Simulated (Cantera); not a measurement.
**Thermodynamics of calcination and drying, feed Mg(OH)2 + H2 + CO2**

Feed: 1 mol Mg(OH)2, 0.049 mol H2, a varied amount of CO2, held at 1102 °C and 5.10 bar.

Method: chemical equilibrium by Gibbs-energy minimisation in Cantera with the NASA 1993 tables (ideal gas, pure condensed phases). Candidate condensed phases: C, C6H6, C7H8, C8H18, H2O, Mg, MgCO3, MgO, Mg(OH)2; 116 gas species. Kinetics and transport are ignored.

```csv
n(CO2) (mol),x H2O,x CO2,x H2,x CO,x H,n MgO(s)
0.035,0.925,0.0295,0.0424,0.00279,3.12e-7,1.00
0.077,0.894,0.0629,0.0380,0.00553,2.96e-7,1.00
0.17,0.830,0.130,0.0304,0.00981,2.64e-7,1.00
0.37,0.719,0.246,0.0202,0.0143,2.16e-7,1.00
0.82,0.551,0.423,0.0101,0.0161,1.53e-7,1.00
1.8,0.364,0.618,0.00381,0.0134,9.37e-8,1.00
4,0.207,0.784,0.00110,0.00861,5.03e-8,1.00
```
x: gas mole fraction; n: condensed amount in mol.

From 0.035 mol CO2 to 4 mol CO2 the condensed part is MgO(s).
